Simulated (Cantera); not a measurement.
What does this Cantera script print?

```python
import numpy as np
import cantera as ct

gas_names = """
    CL CL2 H HCL H2 Si SiCL SiCL2 SiCL3 SiCL4 SiH SiHCL3 SiH2 SiH2CL2 SiH3 SiH3CL SiH4 Si2 Si3
""".split()
cond_names = """
    Si(cr) Si(L)
""".split()


# ... load() reads the species with a 1 bar reference pressure and builds the phases ...
atoms = {
    'SiHCl3': {'Si': 1, 'H': 1, 'CL': 3},
    'HCl': {'H': 1, 'CL': 1},
    'H2': {'H': 2},
}
top_T = {}  # K; cautious upper limits of use, not melting points


# ... equilibrate(T, P, feed) seeds the gas with the atoms and calls Mixture.equilibrate('TP', solver="vcs", rtol=1e-11, max_steps=5000) ...
results = []
feed = {'SiHCl3': 1, 'HCl': 0.2, 'H2': 280}  # mol
P = 13000  # Pa
for T in [1525, 1550, 1575, 1600, 1625, 1650, 1675, 1700, 1725]:
    mix = equilibrate(T, P, feed)
    results.append((T, P, feed, dict(zip(mix.species_names, mix.species_moles))))

top = {s: max(r[3][s] / sum(r[3][g] for g in gas_names) for r in results) for s in gas_names}
cols = sorted((s for s in top if top[s] > 0.001), key=lambda s: -top[s])[:6]
seen = [c for c in cond_names if any(r[3].get(c, 0) > 1e-12 for r in results)]
print("log10 of partial pressures in bar; condensed amounts in mol")
print(f"{'T/K':>10s}" + "".join(f"{s[:9]:>10s}" for s in cols + seen))
for T, P, feed, n in results:
    ng = sum(n[g] for g in gas_names)
    print(f"{T:10.4g}" + "".join(f"{np.log10(max(n[s] / ng * P / 1e5, 1e-99)):10.3f}" for s in cols)
          + "".join(f"{n.get(c, 0):10.4g}" for c in seen))
```

It prints:

```
log10 of partial pressures in bar; condensed amounts in mol
       T/K        H2       HCL    Si(cr)     Si(L)
      1525    -0.891    -2.861     0.893         0
      1550    -0.891    -2.862    0.8912         0
      1575    -0.891    -2.862    0.8893         0
      1600    -0.891    -2.863    0.8873         0
      1625    -0.891    -2.863    0.8852         0
      1650    -0.891    -2.864    0.8827         0
      1675    -0.891    -2.864    0.8799         0
      1700    -0.891    -2.864         0    0.8789
      1725    -0.891    -2.863         0    0.8805
```

These are equilibrium values from Cantera (NASA tables, ideal gas, pure condensed phases), not measurements of a reactor. Gases not in the tables: Si2H6 and higher silanes.
